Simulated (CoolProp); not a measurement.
Vapour-liquid equilibrium of methane (1) + ethane (2) at -104.25 °C; x and y are mole fractions of (1).

The numbers come from the multi-fluid Helmholtz-energy mixture model, Setzmann 1991 and Bücker 2006; pair parameters Kunz 2012 in CoolProp.

Give the bubble pressure and the first vapour's composition at x = 0.05, 0.275, 0.5. Is there an azeotrope?

x = 0.05: 0.1607 MPa, y = 0.754; x = 0.275: 0.6644 MPa, y = 0.944; x = 0.5: 1.120 MPa, y = 0.970. No azeotrope shows between x = 0.05 and 0.95.

Pair parameters are fitted to limited data, so mixtures are less certain than the pure fluids. The gap from Raoult's law changes sign with composition, which may be real or a fault of the pair parameters; it wasn't checked against measurements.
